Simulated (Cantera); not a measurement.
A diamond (100) surface in a fixed gas of H2 with x(CH4) = 0.011, x(H) = 0.00063, at 1198 K, 0.0681 atm; coverages are run to steady state.

Detailed kinetics in Cantera: the Harris–Goodwin 1993 mechanism for the reconstructed diamond (100) surface.

θ: site fractions in the mechanism's names (c6HH fully hydrogenated, c6H* and c6*H radical sites, c6** diradical, c6HM methylated).

```csv
x(CH3),growth (µm/h),θ c6HH,θ c6H*,θ c6*H,θ c6**,θ c6HM
1e-06,(withheld),0.479,0.0362,0.465,0.0194,2.18e-5
2.7e-06,(withheld),0.479,0.0362,0.465,0.0194,5.88e-5
7.5e-06,(withheld),0.479,0.0362,0.465,0.0194,0.000163
2.1e-05,(withheld),0.478,0.0362,0.465,0.0193,0.000456
5.6e-05,(withheld),0.478,0.0361,0.464,0.0191,0.00121
0.00015,(withheld),0.476,0.0360,0.462,0.0186,0.00321
0.00042,(withheld),0.471,0.0356,0.457,0.0172,0.00872
0.0012,(withheld),0.459,0.0345,0.443,0.0142,0.0231
0.0032,(withheld),0.435,0.0324,0.416,0.00957,0.0537
```

**Question.** What belongs in the gaps?

**Answer.** 
- 1e-06, growth (µm/h): 0.00694
- 2.7e-06, growth (µm/h): 0.0187
- 7.5e-06, growth (µm/h): 0.0520
- 2.1e-05, growth (µm/h): 0.145
- 5.6e-05, growth (µm/h): 0.384
- 0.00015, growth (µm/h): 1.01
- 0.00042, growth (µm/h): 2.68
- 0.0012, growth (µm/h): 6.74
- 0.0032, growth (µm/h): 14.1
